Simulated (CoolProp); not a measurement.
Properties of CF4 (R14) along the isobar 0.101 MPa.

The numbers come from the reference Helmholtz-energy equation of state, Platzer 1990 in CoolProp. This equation is an older, rougher fit.

| T (K) | phase | cp (kJ/(kg K)) | isothermal compressibility (1/MPa) |
|---|---|---|---|
| 161.2 | gas | 0.4865 | ? |
| 181.9 | gas | 0.5151 | 10.09 |
| 202.5 | gas | 0.5464 | 10.03 |
| 223.2 | gas | 0.5791 | 9.999 |
| 243.8 | gas | ? | 9.975 |
| 264.4 | gas | ? | 9.958 |
| 285.1 | gas | 0.6770 | 9.945 |
| 305.7 | gas | 0.7077 | 9.935 |
| 326.4 | gas | 0.7368 | 9.927 |
| 347 | gas | ? | 9.921 |
| 367.6 | gas | ? | 9.916 |
| 388.3 | gas | 0.8125 | 9.912 |
| 408.9 | gas | ? | 9.909 |

Question: What belongs in the gaps?

Answer: 
- 161.2, isothermal compressibility (1/MPa): 10.17
- 243.8, cp (kJ/(kg K)): 0.6122
- 264.4, cp (kJ/(kg K)): 0.6449
- 347, cp (kJ/(kg K)): 0.7640
- 367.6, cp (kJ/(kg K)): 0.7892
- 408.9, cp (kJ/(kg K)): 0.8337
